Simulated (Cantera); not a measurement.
## Hydrocarbon pyrolysis for carbon deposition

An isothermal, constant-pressure homogeneous reactor starts with 3.70 % C2H4, 96.3 % H2, at 1898 K and 4.95 Torr.

Detailed kinetics in Cantera: GRI-Mech 3.0 (53 species, 325 reactions). GRI-Mech 3.0 was tuned for natural gas; its chemistry of ethylene as a main component is partial and can be far from experiment. GRI-Mech 3.0 stops at C3 and has no aromatics, soot or wall deposition, so with more carbon than oxygen in the feed, carbon stays in small species such as C2H2 where larger ones or solid carbon would form. Radical loss at walls, strong at low pressure, is not modelled.

```tsv
t (s)	x C2H4	x H2	x CH2	x C2H2	x CH3	x CH4	x C2H
5.00e-5	0.0369	0.963	2.52e-11	0.000170	1.72e-10	4.52e-11	1.87e-12
0.000117	0.0366	0.963	1.20e-10	0.000395	1.01e-9	6.42e-10	1.03e-11
0.000272	0.0361	0.963	4.48e-10	0.000916	3.41e-9	6.20e-9	5.58e-11
0.000633	0.0348	0.963	1.29e-9	0.00211	6.46e-9	3.61e-8	2.98e-10
0.00148	0.0321	0.963	2.99e-9	0.00477	9.09e-9	1.44e-7	1.54e-9
0.00344	0.0263	0.963	5.61e-9	0.0104	1.25e-8	4.87e-7	7.36e-9
0.00802	0.0161	0.964	6.96e-9	0.0202	1.57e-8	1.45e-6	2.87e-8
0.0187	0.00459	0.964	3.42e-9	0.0313	1.73e-8	3.03e-6	7.58e-8
0.0436	0.000180	0.964	2.40e-10	0.0355	2.51e-8	3.85e-6	1.46e-7
0.102	1.02e-5	0.964	6.54e-11	0.0357	4.86e-8	3.90e-6	2.86e-7
0.237	7.26e-6	0.963	2.07e-10	0.0357	1.04e-7	3.97e-6	6.05e-7
0.552	4.97e-6	0.962	8.77e-10	0.0357	2.39e-7	4.25e-6	1.30e-6
1.29	3.57e-6	0.959	4.19e-9	0.0356	6.04e-7	5.39e-6	2.59e-6
3.00	2.90e-6	0.956	1.72e-8	0.0356	1.61e-6	9.20e-6	4.04e-6
```
x: mole fraction; the columns are a selection and need not sum to one.

Equilibrium at this temperature and pressure: C2H4 2.73e-6, H2 0.955, CH2 8.00e-8, C2H2 0.0355, CH3 6.66e-6, CH4 3.36e-5, C2H 4.56e-6 (gas phase only).
